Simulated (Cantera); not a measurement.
# Thermodynamics of nitride etching, feed AlN + Cl2 + H2

Input: 1 mol AlN, a varied amount of Cl2, 0.63 mol H2, held at 1875 K and 75.0 Torr.

Cantera equilibrium calculation (NASA polynomials, part measured and part estimated; ideal gas, pure solids and liquids). Candidate condensed phases: Al, AlCl3, AlN, NH4Cl; 20 gas species. The tables' values for AlCl2 are old estimates; treat these amounts as uncertain. Equilibrium is a limit: real reactors are often held back by kinetics, nucleation or transport.

| n(Cl2) (mol) | x Cl | x Cl2 | x HCl | x AlCl3 | x N2 |
|---|---|---|---|---|---|
| 4.9 | 0.499 | 0.127 | 0.171 | 0.136 | 0.0679 |
| 7.8 | 0.591 | 0.178 | 0.105 | 0.0835 | 0.0418 |
| 11 | 0.634 | 0.204 | 0.0740 | 0.0587 | 0.0294 |
| 13 | 0.649 | 0.214 | 0.0624 | 0.0495 | 0.0248 |
| 16 | 0.665 | 0.225 | 0.0506 | 0.0401 | 0.0201 |
| 19 | 0.675 | 0.232 | 0.0425 | 0.0337 | 0.0169 |
| 22 | 0.683 | 0.237 | 0.0367 | 0.0291 | 0.0146 |
| 25 | 0.688 | 0.241 | 0.0322 | 0.0256 | 0.0128 |
| 28 | 0.693 | 0.244 | 0.0288 | 0.0228 | 0.0114 |
| 31 | 0.696 | 0.247 | 0.0260 | 0.0206 | 0.0103 |
| 33 | 0.698 | 0.248 | 0.0244 | 0.0193 | 0.00968 |
| 36 | 0.701 | 0.250 | 0.0223 | 0.0177 | 0.00887 |
| 39 | 0.703 | 0.252 | 0.0206 | 0.0164 | 0.00818 |
x: gas mole fraction; nothing condenses.

From 4.9 mol Cl2 to 39 mol Cl2 nothing is condensed. The main Al-bearing gas is AlCl3 throughout.
